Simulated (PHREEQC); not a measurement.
NaHCO3 is added in steps, without added water, to 1 kg of water holding 0.012 mol H3BO3, 0.075 mol NaOH and 0.016 mol NaCl, at 40 °C. Oxygen is held at 0.21 atm. The system is closed to CO2. Only these solids could form: Halite.

Base run: PHREEQC, ion-association model, phreeqc.dat. Each further column changes one thing. The table gives CO3-2 (mol/kgw).

```json
[
 {"NaHCO3 added (mol)": "0", "base": "0", "metal-ligand complexes left out": "0", "database pitzer.dat": "0", "Davies equation for every ion": "0", "Debye-Hückel limiting law": "0"},
 {"NaHCO3 added (mol)": "0.04219", "base": "0.0170", "metal-ligand complexes left out": "0.0416", "database pitzer.dat": "0.0417", "Davies equation for every ion": "0.0174", "Debye-Hückel limiting law": "0.0243"},
 {"NaHCO3 added (mol)": "0.09281", "base": "0.0234", "metal-ligand complexes left out": "0.0631", "database pitzer.dat": "0.0635", "Davies equation for every ion": "0.0238", "Debye-Hückel limiting law": "0.0376"},
 {"NaHCO3 added (mol)": "0.135", "base": "0.0217", "metal-ligand complexes left out": "0.0644", "database pitzer.dat": "0.0651", "Davies equation for every ion": "0.0218", "Debye-Hückel limiting law": "0.0386"},
 {"NaHCO3 added (mol)": "0.1772", "base": "0.0204", "metal-ligand complexes left out": "0.0653", "database pitzer.dat": "0.0663", "Davies equation for every ion": "0.0201", "Debye-Hückel limiting law": "0.0397"},
 {"NaHCO3 added (mol)": "0.2278", "base": "0.0190", "metal-ligand complexes left out": "0.0662", "database pitzer.dat": "0.0675", "Davies equation for every ion": "0.0184", "Debye-Hückel limiting law": "0.0411"},
 {"NaHCO3 added (mol)": "0.27", "base": "0.0181", "metal-ligand complexes left out": "0.0669", "database pitzer.dat": "0.0683", "Davies equation for every ion": "0.0171", "Debye-Hückel limiting law": "0.0424"}
]
```

At this temperature some constants are extrapolated from 25 °C, and those without enthalpy data are left unchanged. pitzer.dat has no redox and few complexes: it carries them in its interaction parameters. Solids allowed in the column 'database pitzer.dat': Halite, Nahcolite, Natron, Trona, Borax, Boric_acid,s, NaBO2:4H2O, NaB5O8:5H2O, Teepleite.
